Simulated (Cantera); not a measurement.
## Moist CO burnout

An isothermal, constant-pressure homogeneous reactor starts with CO : O2 : H2O : N2 = 0.0011 : 0.025 : 0.00018 : 1 (molar parts), at 1523 K and 0.510 bar.

Detailed kinetics in Cantera: GRI-Mech 3.0 (53 species, 325 reactions).

```csv
t (s),x CO,x O2,x H2O,x H2O2,x HO2,x NO2,x H
6.00e-5,0.00107,0.0244,0.000175,<1e-12,3.40e-11,<1e-12,1.38e-12
0.000165,0.00107,0.0244,0.000175,<1e-12,8.56e-11,<1e-12,5.48e-12
0.000452,0.00107,0.0244,0.000175,<1e-12,1.90e-10,<1e-12,2.42e-11
0.00124,0.00107,0.0244,0.000175,<1e-12,3.42e-10,<1e-12,1.33e-10
0.00341,0.00107,0.0244,0.000175,<1e-12,7.95e-10,<1e-12,1.00e-9
0.00935,0.00107,0.0244,0.000175,<1e-12,1.06e-8,<1e-12,2.26e-8
0.0257,0.000709,0.0240,0.000154,6.54e-10,2.38e-7,1.42e-10,6.26e-6
0.0705,6.18e-5,0.0238,0.000158,5.02e-10,1.81e-7,4.25e-9,3.33e-6
0.193,4.25e-6,0.0238,0.000169,8.61e-11,4.12e-8,7.77e-9,1.87e-7
0.531,4.77e-7,0.0238,0.000173,1.89e-11,7.97e-9,6.23e-9,1.80e-8
1.46,1.13e-7,0.0238,0.000174,6.65e-12,2.37e-9,4.12e-9,3.69e-9
4.00,6.87e-8,0.0238,0.000174,4.62e-12,1.60e-9,3.53e-9,2.13e-9
```
x: mole fraction; the columns are a selection and need not sum to one.

Equilibrium at this temperature and pressure: CO 6.76e-8, O2 0.0236, H2O 0.000174, H2O2 4.52e-12, HO2 1.56e-9, NO2 6.10e-7, H 2.09e-9 (gas phase only).
